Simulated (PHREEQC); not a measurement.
## Leach liquor: speciation

Dissolve 25 mmol/kgw HCl, 0.18 mmol/kgw CuSO4 and 0.85 mmol/kgw Na2SO4 at 20 °C. Closed to the air; pH follows from the charge balance.

Model: ion-association model, wateq4f.dat, run in PHREEQC.

- pH: 1.67
- ionic strength: 0.0271 mol/kgw
- total alkalinity: -25.0 meq/kg

```json
[
 {"species": "Cl-", "molality": "0.0250", "activity": "0.0213", "log γ": "-0.070"},
 {"species": "H+", "molality": "0.0244", "activity": "0.0215", "log γ": "-0.056"},
 {"species": "Na+", "molality": "0.00170", "activity": "0.00146", "log γ": "-0.066"},
 {"species": "HSO4-", "molality": "0.000557", "activity": "0.000477", "log γ": "-0.067"},
 {"species": "SO4-2", "molality": "0.000466", "activity": "0.000254", "log γ": "-0.263"},
 {"species": "Cu+2", "molality": "0.000170", "activity": "9.54e-5", "log γ": "-0.252"},
 {"species": "CuCl+", "molality": "4.99e-6", "activity": "4.26e-6", "log γ": "-0.069"},
 {"species": "CuSO4", "molality": "4.75e-6", "activity": "4.78e-6", "log γ": "0.003"},
 {"species": "NaSO4-", "molality": "2.08e-6", "activity": "1.80e-6", "log γ": "-0.064"},
 {"species": "CuCl2", "molality": "4.58e-8", "activity": "4.61e-8", "log γ": "0.003"}
]
```

No solid was allowed to form.
